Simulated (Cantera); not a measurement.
Input (Python, Cantera):

```python
import numpy as np
import cantera as ct

gas = ct.Solution("gri30.yaml")
gas.TPX = 700, 600000, {'CH4': 1, 'CO': 0.57, 'O2': 5.71, 'N2': 21.5}
inlet = ct.Reservoir(gas, clone=True)
gas.equilibrate("HP")  # start burning
reactor = ct.IdealGasConstPressureReactor(gas, energy="on", clone=False)
exhaust = ct.Reservoir(gas, clone=True)
tau = [0.38, 0.12, 0.04, 0.013, 0.0042, 0.0014, 0.00045, 0.00015, 4.7e-05][0]
for a, b in ((inlet, reactor), (reactor, exhaust)):
    ct.MassFlowController(a, b, mdot=lambda t: reactor.mass / tau)
net = ct.ReactorNet([reactor])
show = ['CH4', 'CO', 'O2', 'CH3', 'H', 'HCN']

rows = []
print(f"{'tau/s':>10s}{'T/K':>9s}" + "".join(f"{s:>11s}" for s in show))
for tau in [0.38, 0.12, 0.04, 0.013, 0.0042, 0.0014, 0.00045, 0.00015, 4.7e-05]:
    net.initial_time = 0.0
    net.advance(30 * tau)
    before = gas.X
    net.advance(40 * tau)
    drift = np.max(np.abs(gas.X - before) / (gas.X + 1e-9))
    rows.append([gas.T, *gas[show].X, drift])
    print(f"{tau:10.3e}{gas.T:9.1f}" + "".join(f"{x:11.3e}" for x in gas[show].X))
```

It prints:

```
     tau/s      T/K        CH4         CO         O2        CH3          H        HCN
 3.800e-01   1648.3  2.761e-06  5.216e-05  1.202e-01  3.949e-07  1.188e-07  8.500e-10
 1.200e-01   1647.4  6.579e-06  1.257e-04  1.202e-01  9.816e-07  2.876e-07  1.192e-09
 4.000e-02   1645.6  1.431e-05  2.826e-04  1.203e-01  2.180e-06  7.538e-07  1.785e-09
 1.300e-02   1641.9  3.121e-05  6.418e-04  1.204e-01  4.689e-06  2.121e-06  2.670e-09
 4.200e-03   1633.6  6.924e-05  1.479e-03  1.209e-01  9.786e-06  6.051e-06  3.549e-09
 1.400e-03   1614.9  1.601e-04  3.466e-03  1.219e-01  2.004e-05  1.621e-05  3.995e-09
 4.500e-04    700.0  3.475e-02  1.981e-02  1.984e-01  1.003e-12  1.290e-17  1.454e-23
 1.500e-04    700.0  3.475e-02  1.981e-02  1.984e-01  3.247e-13  1.232e-17 -7.522e-27
 4.700e-05    700.0  3.475e-02  1.981e-02  1.984e-01  9.321e-14  1.108e-17 -1.581e-30
```

Computed with Cantera and GRI-Mech 3.0 (53 species, 325 reactions).
